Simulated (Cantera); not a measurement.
A perfectly stirred reactor is fed with NO : N2 = 1 : 0.84 (molar parts), at 100000 Pa; it is held at 1475 K, and followed from long to short residence time.

Detailed kinetics in Cantera: GRI-Mech 3.0 (53 species, 325 reactions).

Task: What does this change do: temperature 1475 to 1800 K?

Result: 
| quantity | before | after |
|---|---|---|
| x(NO) at τ = 0.350 s | 0.542 | 0.499 |
| x(O2) at τ = 0.350 s | 0.000479 | 0.0216 |
| x(N2O) at τ = 0.350 s | 8.49e-5 | 0.000103 |
| x(NO2) at τ = 0.350 s | 0.000320 | 0.000442 |
| x(N2) at τ = 0.350 s | 0.457 | 0.478 |
| x(NO) at τ = 9.60 ms | 0.543 | 0.542 |
| x(O2) at τ = 9.60 ms | 1.93e-7 | 0.000515 |
| x(N2O) at τ = 9.60 ms | 1.57e-5 | 0.000104 |
| x(NO2) at τ = 9.60 ms | 2.14e-5 | 0.000207 |
| x(N2) at τ = 9.60 ms | 0.457 | 0.457 |
